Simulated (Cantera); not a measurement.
An isothermal, constant-pressure homogeneous reactor starts with NH3 : N2 : H2 = 1 : 0.35 : 0.074 (molar parts), at 1900 K and 100.0 Torr.

Computed with Cantera and the gas-phase N/H chemistry of the illustrative SiF4/NH3 mechanism in the Surface Chemkin manual (1991). Walls and surfaces, which speed up NH3 decomposition in real reactors, are not modelled.

x: mole fraction; the columns are a selection and need not sum to one.

| t (s) | x NH3 | x NH2 | x NH | x N2H2 | x H2 | x N2 |
|---|---|---|---|---|---|---|
| 5.00e-5 | 0.702 | (withheld) | 1.00e-8 | 2.90e-9 | 0.0520 | 0.246 |
| 0.000146 | 0.702 | (withheld) | 1.19e-7 | 3.53e-8 | 0.0520 | 0.246 |
| 0.000429 | 0.702 | (withheld) | 1.00e-6 | 3.85e-7 | 0.0521 | 0.246 |
| 0.00126 | 0.701 | (withheld) | 4.42e-6 | 2.58e-6 | 0.0526 | 0.246 |
| 0.00368 | 0.698 | 0.000697 | 5.98e-6 | 3.83e-6 | 0.0553 | 0.246 |
| 0.0108 | 0.688 | 0.000687 | 6.12e-6 | 3.76e-6 | 0.0634 | 0.248 |
| 0.0316 | 0.661 | 0.000659 | 6.39e-6 | 3.52e-6 | 0.0864 | 0.252 |
| 0.0926 | 0.590 | (withheld) | 6.72e-6 | 2.96e-6 | 0.147 | 0.262 |
| 0.271 | 0.434 | (withheld) | 6.63e-6 | 1.90e-6 | 0.280 | 0.286 |
| 0.795 | 0.205 | (withheld) | 5.47e-6 | 7.13e-7 | 0.475 | 0.320 |
| 2.33 | 0.0378 | (withheld) | 3.10e-6 | 9.45e-8 | 0.617 | 0.345 |
| 6.83 | 0.000820 | (withheld) | 5.75e-7 | 7.46e-10 | 0.647 | 0.350 |
| 20.0 | 7.87e-5 | (withheld) | 6.45e-8 | 8.47e-12 | 0.648 | 0.350 |

Question: Fill in the missing entries.

Answer: 
- 5.00e-5, x NH2: 3.05e-5
- 0.000146, x NH2: 8.92e-5
- 0.000429, x NH2: 0.000256
- 0.00126, x NH2: 0.000587
- 0.0926, x NH2: 0.000597
- 0.271, x NH2: 0.000478
- 0.795, x NH2: 0.000288
- 2.33, x NH2: 9.15e-5
- 6.83, x NH2: 5.77e-6
- 20.0, x NH2: 5.98e-7
